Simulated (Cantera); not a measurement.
An isothermal, constant-pressure homogeneous reactor starts with H₂ : O₂ = 0.0076 : 1 (molar parts), equivalence ratio 0.0038, at 998 K and 1.13 Torr.

Computed with Cantera and GRI-Mech 3.0 (53 species, 325 reactions). Radical loss at walls, strong at low pressure, is not modelled.

x: mole fraction; the columns are a selection and need not sum to one.

```csv
t (s),x H₂,x O₂,x HO₂,x OH,x H,x H₂O₂,x O
2.00e-5,0.00754,0.992,<1e-12,<1e-12,<1e-12,<1e-12,<1e-12
6.21e-5,0.00754,0.992,<1e-12,<1e-12,<1e-12,<1e-12,<1e-12
0.000193,0.00754,0.992,1.49e-12,<1e-12,1.38e-12,<1e-12,<1e-12
0.000599,0.00754,0.992,4.64e-12,<1e-12,3.66e-12,<1e-12,1.01e-12
0.00186,0.00754,0.992,1.44e-11,6.82e-12,7.85e-12,<1e-12,7.38e-12
0.00578,0.00754,0.992,4.48e-11,3.49e-11,1.53e-11,<1e-12,4.40e-11
0.0179,0.00754,0.992,1.39e-10,1.97e-10,5.42e-11,<1e-12,3.21e-10
0.0557,0.00754,0.992,4.52e-10,5.76e-9,?,<1e-12,1.06e-8
0.173,0.00727,0.992,1.96e-7,9.70e-5,?,2.20e-10,0.000187
0.537,2.97e-5,0.986,2.14e-7,0.000293,?,1.63e-9,0.00606
1.67,2.20e-5,0.987,1.93e-7,0.000258,?,1.53e-9,0.00503
5.18,1.34e-5,0.989,1.57e-7,0.000201,?,1.55e-9,0.00302
16.1,4.53e-6,0.991,9.51e-8,0.000117,?,1.50e-9,0.00102
50.0,8.28e-7,0.992,3.87e-8,5.04e-5,?,1.24e-9,0.000187
```

### Question
Fill in the missing entries.

### Answer

- 0.0557, x H: 1.40e-9
- 0.173, x H: 2.70e-5
- 0.537, x H: 0.000461
- 1.67, x H: 0.000335
- 5.18, x H: 0.000157
- 16.1, x H: 3.07e-5
- 50.0, x H: 2.42e-6
